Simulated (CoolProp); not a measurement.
Computed with CoolProp (reference Helmholtz-energy equation of state, Lemmon 2006). It is a short technical equation, of lower accuracy than the large ones.

Q: For C2F6 (R116), give the phase and the Z, cv (kJ/(kg K)), expansivity (1/kK), viscosity (µPa s) at 322.2 K and 38.3 bar; 373.6 K and 38.3 bar; 399.3 K and 38.3 bar.

A: 
- 322.2 K and 38.3 bar: supercritical; Z 0.613, cv 0.811, expansivity 15.4, viscosity 21.9
- 373.6 K and 38.3 bar: supercritical; Z 0.821, cv 0.843, expansivity 5.50, viscosity 21.6
- 399.3 K and 38.3 bar: supercritical; Z 0.870, cv 0.868, expansivity 4.34, viscosity 22.4

Viscosity comes from a separate model (Huber 2003), an estimate that may be off by 10 % or more.
